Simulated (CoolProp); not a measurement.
R507A along the isobar 1390 kPa: fugacity coefficient from the reference equation and from simpler models built on Tc = 343.8 K, pc = 3705 kPa, ω = 0.286; each cubic takes its own stable root.

Model: reference Helmholtz-energy equation of state, Lemmon 2003, in CoolProp. It is a pseudo-pure fit of the blend.

| T (K) | phase | reference | van der Waals | Redlich-Kwong | Soave-Redlich-Kwong | Peng-Robinson |
|---|---|---|---|---|---|---|
| 215 | liquid | 0.04159 | 0.2838 | 0.08517 | 0.04178 | 0.04205 |
| 222.7 | liquid | 0.06144 | 0.3374 | 0.1178 | 0.06204 | 0.06203 |
| 230.5 | liquid | 0.08818 | 0.3968 | 0.1589 | 0.08951 | 0.08899 |
| 238.2 | liquid | 0.1223 | 0.4604 | 0.2080 | 0.1247 | 0.1234 |
| 245.9 | liquid | 0.1651 | 0.5286 | 0.2659 | 0.1691 | 0.1667 |
| 253.6 | liquid | 0.2175 | 0.6011 | 0.3329 | 0.2237 | 0.2199 |
| 261.3 | liquid | 0.2805 | 0.6775 | 0.4090 | 0.2893 | 0.2837 |
| 269.1 | liquid | 0.3555 | 0.7584 | 0.4950 | 0.3677 | 0.3598 |
| 276.8 | liquid | 0.4411 | 0.8130 | 0.5884 | 0.4570 | 0.4466 |
| 284.5 | liquid | 0.5382 | 0.8250 | 0.6892 | 0.5581 | 0.5449 |

At some of these states van der Waals gives the other phase, because its saturation line lies elsewhere.
